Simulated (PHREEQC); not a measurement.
TMAH is added in steps, without added water, to 1 kg of water holding 0.27 mol/kgw HCl, 0.00076 mol/kgw LiCl and 0.12 mol/kgw Na2SO4, at 25 °C. O2 is buffered at 0.21 atm. CO2 from the air is kept out. Solids allowed: Halite, Mirabilite. Others were left out.

Base run: PHREEQC, ion-association model, wateq4f.dat. Each further column changes one thing. The table gives pH.

```
TMAH added (mol)   base  temperature from 25 to 50 °C  0.026 mol/kgw SrCl2 added  HCl replaced by ZnCl2 at the same molality  no solid may form
----------------  -----  ----------------------------  -------------------------  ------------------------------------------  -----------------
0                  0.87                          0.89                       0.82                                        4.95               0.87
0.0375             0.95                          0.99                       0.91                                        5.90               0.95
0.05625            1.01                          1.04                       0.95                                        5.92               1.01
0.09375            1.12                          1.18                       1.07                                        5.95               1.12
0.1125             1.19                          1.25                       1.13                                        5.97               1.19
0.15               1.36                          1.44                       1.29                                        6.00               1.36
0.1875             1.57                          1.69                       1.50                                        6.05               1.57
0.2062             1.71                          1.84                       1.64                                        6.07               1.71
0.2437             2.16                          2.31                       2.08                                        6.13               2.16
0.2625             2.73                          2.90                       2.66                                        6.16               2.73
0.3               12.27                         11.54                      12.27                                        6.24              12.27
```

(CH3)4N+ isn't in the database: it is added as a free cation with an ion size of 4 Å. At this temperature some constants are extrapolated from 25 °C, and those without enthalpy data are left unchanged. The ionic strength passes 0.7 mol/kgw, the rough limit of the ion-association models, in part of: HCl replaced by ZnCl2 at the same molality. Solids allowed in the column '0.026 mol/kgw SrCl2 added': Celestite, Halite, Mirabilite. Solids allowed in the column 'HCl replaced by ZnCl2 at the same molality': Zn(OH)2-e, Zn4(OH)6SO4, Zn5(OH)8Cl2, Halite, Mirabilite, Goslarite.
